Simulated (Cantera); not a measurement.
A closed system holds: 1 mol Al, 9 mol NH3, 1.4 mol N2, at 10.0 mbar.

These are equilibrium values from Cantera (NASA tables, ideal gas, pure condensed phases), not measurements of a reactor. Candidate condensed phases: Al, AlN; 13 gas species. Kinetics and transport are ignored.

Problem. At 1850 K, list the 4 most abundant gas species with their mole fractions, and the condensed phases.

Solution. H2 0.708, N2 0.285, H 0.00453, Al 0.00177. Condensed: AlN(s).
